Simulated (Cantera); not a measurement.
Feed: 1 mol SiCl₄, 15 mol N₂, equilibrated at 1150 °C and 49.0 mbar.

These are equilibrium values from Cantera (NASA tables, ideal gas, pure condensed phases), not measurements of a reactor. Candidate condensed phases: Si, Si₃N₄; 13 gas species. The tables' values for SiCl₃ are old estimates; treat these amounts as uncertain. Rates play no part.

Problem. What is the equilibrium state?

Solution. 
- x(N₂): 0.937
- x(SiCl₄): 0.0618
- x(Cl): 0.000650
- x(SiCl₃): 0.000635
- x(SiCl₂): 2.58e-5
- x(Cl₂): 1.81e-5
- gas amount: 16.01 mol
- log10 activity of Si(s) (absent): -7.91
